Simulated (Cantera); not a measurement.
Feed: 1 mol CH3SiH3, 0.046 mol C2H2, 66 mol H2, equilibrated at 2252 °C and 435 Torr.

Cantera equilibrium calculation (NASA polynomials, part measured and part estimated; ideal gas, pure solids and liquids). The feed counts by its element totals alone. Gases not in the tables: Si2H6 and higher silanes. Kinetics and transport are ignored.

| species | before | after |
|---|---|---|
| H2 | 0.953 | 0.999 |
| CH4 | 4.30e-5 | 0.000582 |
| H | 0.0359 | 0.000239 |
| Si | 0.00442 | 2.83e-8 |
| SiH2 | 0.000479 | 2.83e-7 |
| Si2C | 0.000675 | <1e-9 |
| SiC2 | 0.000394 | <1e-9 |
| Si2 | 5.50e-5 | <1e-9 |
| SiH | 0.000837 | 3.09e-8 |
| C2H | 1.04e-5 | <1e-9 |
| C2H2 (acetylene) | 0.00366 | 9.04e-5 |
| SiC(s), mol | 0.462 | 1.000 |
| C(graphite), mol | 0 | 0.0389 |
Gas species are given as mole fractions.

Problem. Name the change that produced these shifts.
(A) temperature from 2252 °C to 1450 °C
(B) pressure from 435 Torr to 750 Torr
(C) temperature from 2252 °C to 975 °C
(D) temperature from 2252 °C to 1875 °C

Solution. A, temperature from 2252 °C to 1450 °C
